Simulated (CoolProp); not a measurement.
Vapour pressure (bar) of R21: the reference equation beside estimates from Tc = 452.7 K, pc = 52.89 bar, ω = 0.206. Clausius-Clapeyron is anchored at 353.6 K with a constant enthalpy of vaporisation of 19.88 kJ/mol.

Model: reference Helmholtz-energy equation of state, Platzer 1990, in CoolProp. This equation is an older, rougher fit; its heat capacities, sound speeds and derivatives of the liquid may be far off and weren't checked against measurements.

| T (K) | reference | Lee-Kesler | Clausius-Clapeyron | van der Waals | Redlich-Kwong | Soave-Redlich-Kwong | Peng-Robinson |
|---|---|---|---|---|---|---|---|
| 340.6 | 6.321 | 6.307 | 6.687 | 15.16 | 8.262 | 6.315 | 6.256 |
| 344.9 | 7.034 | 7.021 | 7.299 | 16.11 | 9.090 | 7.034 | 6.964 |
| 349.2 | 7.805 | 7.793 | 7.950 | 17.09 | 9.975 | 7.814 | 7.731 |
| 353.6 | 8.657 | 8.646 | 8.657 | 18.13 | 10.94 | 8.676 | 8.579 |
| 357.9 | 9.554 | 9.544 | 9.390 | 19.19 | 11.95 | 9.585 | 9.474 |
| 362.2 | 10.52 | 10.51 | 10.16 | 20.28 | 13.01 | 10.56 | 10.44 |
| 366.5 | 11.55 | 11.54 | 10.98 | 21.41 | 14.14 | 11.61 | 11.47 |
| 370.9 | 12.68 | 12.67 | 11.87 | 22.61 | 15.37 | 12.77 | 12.61 |
| 375.2 | 13.86 | 13.86 | 12.78 | 23.83 | 16.63 | 13.97 | 13.80 |
| 379.5 | 15.12 | 15.12 | 13.73 | 25.08 | 17.97 | 15.26 | 15.07 |
| 383.9 | 16.50 | 16.50 | 14.76 | 26.40 | 19.41 | 16.66 | 16.45 |
| 388.2 | 17.92 | 17.93 | 15.82 | 27.73 | 20.89 | 18.12 | 17.90 |
| 392.5 | 19.44 | 19.45 | 16.92 | 29.11 | 22.44 | 19.67 | 19.44 |
| 396.8 | 21.05 | 21.07 | 18.08 | 30.53 | 24.07 | 21.32 | 21.07 |

Absolute difference from the reference over all 14 rows, mean and median: Lee-Kesler 0.1 and 0.1 %, Clausius-Clapeyron 6.7 and 6.1 %, van der Waals 85.8 and 81.8 %, Redlich-Kwong 22.1 and 21.8 %, Soave-Redlich-Kwong 0.6 and 0.6 %, Peng-Robinson 0.6 and 0.6 %.
